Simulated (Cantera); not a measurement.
Input: 1 mol S, 1.5 mol H₂O, 31 mol N₂, at 502 °C and 13.3 mbar.

These are equilibrium values from Cantera (NASA tables, ideal gas, pure condensed phases), not measurements of a reactor. Candidate condensed phases: H₂O, H₂SO₄, S; 35 gas species. Gases not in the tables: S₃ to S₇. The numbers say what is thermodynamically allowed, not how fast it happens.

Base state: N₂ 0.941, H₂O 0.0387, S₂ 0.0101, H₂S 0.00664, SO₂ 0.00339, H₂ 0.000186, S₂O 4.22e-5 (mole fractions); condensed: gas only.

Question: What changes in the equilibrium state with this change: S replaced by HI?

Answer: 
| species | before | after |
|---|---|---|
| N₂ | 0.941 | 0.925 |
| H₂O | 0.0387 | 0.0447 |
| HI | 0 | 0.0223 |
| S₂ | 0.0101 | 0 |
| H₂S | 0.00664 | 0 |
| SO₂ | 0.00339 | 0 |
| I₂ | 0 | 0.00288 |
| I | 0 | 0.00177 |
| S₂O | 4.22e-5 | 0 |
Further candidate phases: I₂.
